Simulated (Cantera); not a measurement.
Cantera run:

```python
import numpy as np
import cantera as ct

gas_names = """
    Fe FeO O O2 O3 S SO SO2 SO3 S2 S2O S8
""".split()
cond_names = """
    Fe(a) Fe(c) Fe(d) Fe(L) FeO(s) FeO(L) FeS(a) FeS(b) FeS(c) FeS(L) FeSO4(s) FeS2(s) Fe2O3(s)
    Fe2S3O12(s) Fe3O4(s) S(cr1) S(cr2) S(L)
""".split()


def load(file, names, dense=False):
    # The tables refer to 1 bar. Condensed volumes are neglected.
    table = {s.name: s for s in ct.Species.list_from_file(file)}
    out = []
    for n in names:
        d = dict(table[n].input_data)
        d["thermo"] = dict(d["thermo"], **{"reference-pressure": 1e5})
        if dense:
            d["equation-of-state"] = {"model": "constant-volume", "density": "1e6 g/cm^3"}
        out.append(ct.Species.from_dict(d))
    return out


gas = ct.Solution(thermo="ideal-gas", species=load("nasa_gas.yaml", gas_names))
cond = {s.name: ct.Solution(thermo="fixed-stoichiometry", species=[s], name=s.name)
        for s in load("nasa_condensed.yaml", cond_names, dense=True)}
atoms = {
    'FeS2': {'Fe': 1, 'S': 2},
    'SO3': {'S': 1, 'O': 3},
    'O2': {'O': 2},
}
top_T = {'FeSO4(s)': 950, 'FeS2(s)': 1010, 'Fe2O3(s)': 1830, 'Fe2S3O12(s)': 1100, 'Fe3O4(s)': 1870}  # K; cautious upper limits of use, not melting points


def equilibrate(T, P, feed):
    n = {}
    for name, mol in feed.items():
        for a, k in atoms[name].items():
            n[a] = n.get(a, 0.0) + k * mol
    gas.TPX = T, P, n
    mass = sum(n.values()) * gas.mean_molecular_weight
    gas.equilibrate("TP")
    valid = [c for c in cond.values() if c.min_temp <= T <= top_T.get(c.name, c.max_temp)]
    mix = ct.Mixture([(gas, mass / gas.mean_molecular_weight)] + [(c, 0.0) for c in valid])
    mix.T, mix.P = T, P
    mix.equilibrate("TP", solver="vcs", rtol=1e-11, max_steps=5000)
    return mix


results = []
T = 950  # K
P = 13332.2  # Pa
for m in [0.12, 0.18, 0.25, 0.36, 0.51, 0.72, 1, 1.4, 2.1, 2.9, 4.2]:
    feed = {'FeS2': 1, 'SO3': m, 'O2': 0.22}  # mol
    mix = equilibrate(T, P, feed)
    results.append((T, P, feed, dict(zip(mix.species_names, mix.species_moles))))

top = {s: max(r[3][s] / sum(r[3][g] for g in gas_names) for r in results) for s in gas_names}
cols = sorted((s for s in top if top[s] > 0.0001), key=lambda s: -top[s])[:7]
seen = [c for c in cond_names if any(r[3].get(c, 0) > 1e-12 for r in results)]
print("log10 of partial pressures in bar; condensed amounts in mol")
print(f"{'n(SO3)':>10s}" + "".join(f"{s[:9]:>10s}" for s in cols + seen))
for T, P, feed, n in results:
    ng = sum(n[g] for g in gas_names)
    print(f"{feed['SO3']:10.4g}" + "".join(f"{np.log10(max(n[s] / ng * P / 1e5, 1e-99)):10.3f}" for s in cols)
          + "".join(f"{n.get(c, 0):10.4g}" for c in seen))
```

Result:

```
log10 of partial pressures in bar; condensed amounts in mol
    n(SO3)       SO2        S2       S2O    FeS(c)  Fe3O4(s)
      0.12    -1.158    -1.208    -2.709         1         0
      0.18    -1.110    -1.269    -2.731         1         0
      0.25    -1.069    -1.336    -2.760         1         0
      0.36    -1.022    -1.436    -2.812         1         0
      0.51    -0.979    -1.566    -2.888         1         0
      0.72    -0.941    -1.749    -3.006         1         0
         1    -0.910    -2.019    -3.193         1         0
       1.4    -0.888    -2.430    -3.491    0.9637    0.0121
       2.1    -0.888    -2.430    -3.491    0.7211   0.09297
       2.9    -0.888    -2.430    -3.491    0.4438    0.1854
       4.2    -0.888    -2.444    -3.501         0    0.3333
```

Equilibrium computed with Cantera from the NASA thermochemical tables; the gas is ideal and each condensed phase is pure. FeS: taken at fixed stoichiometry. Gases not in the tables: S3 to S7.
